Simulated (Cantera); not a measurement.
## Abatement and gas-phase synthesis: H₂S + H₂ + N₂ + H₂O

Input: 1 mol H₂S, 0.043 mol H₂, 12 mol N₂, 0.086 mol H₂O, at 1548 K and 10000 Pa.

Equilibrium computed with Cantera from the NASA thermochemical tables; the gas is ideal and each condensed phase is pure. Candidate condensed phases: H₂O, H₂SO₄, S; 35 gas species. The numbers say what is thermodynamically allowed, not how fast it happens.

```json
{
 "x(N₂)": "0.885",
 "x(H₂)": "0.0659",
 "x(S₂)": "0.0311",
 "x(H₂S)": "0.0107",
 "x(H₂O)": "0.00627",
 "x(SH)": "0.000881",
 "x(S)": "3.89e-5",
 "x(SO)": "3.39e-5",
 "x(H)": "2.50e-5",
 "gas_amount": "13.56 mol",
 "log10 activity of S(l) (absent)": "-2.51"
}
```
